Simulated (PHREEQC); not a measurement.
# Metal-bearing waste water (model solution)

Solution (25 °C): 2.5 mmol/kgw CdCl2 and 0.3 mmol/kgw NaBF4. Closed to the air; pH follows from the charge balance.

Model: ion-association model, phreeqc.dat, run in PHREEQC.

```yaml
pH: 3.37
ionic_strength: 0.00708 mol/kgw
total_alkalinity: -0.900 meq/kg
```

```csv
species,molality,activity,log γ
Cl-,0.00442,0.00404,-0.039
Cd+2,0.00191,0.00134,-0.154
F-,0.000742,0.000678,-0.039
CdCl+,0.000566,0.000518,-0.038
H+,0.000460,0.000425,-0.034
HF,0.000431,0.000432,0.001
Na+,0.000300,0.000275,-0.038
H3BO3,0.000295,0.000296,0.001
CdF+,1.25e-5,1.15e-5,-0.038
CdCl2,8.70e-6,8.72e-6,0.001
BF2(OH)2-,2.69e-6,2.46e-6,-0.038
HF2-,1.23e-6,1.12e-6,-0.038
BF4-,9.98e-7,9.14e-7,-0.038
BF3OH-,8.51e-7,7.78e-7,-0.038
```

Precipitation was switched off in this run. Species that the database lacks are ignored. Real BF4- forms and hydrolyses slowly; the run takes it at equilibrium.
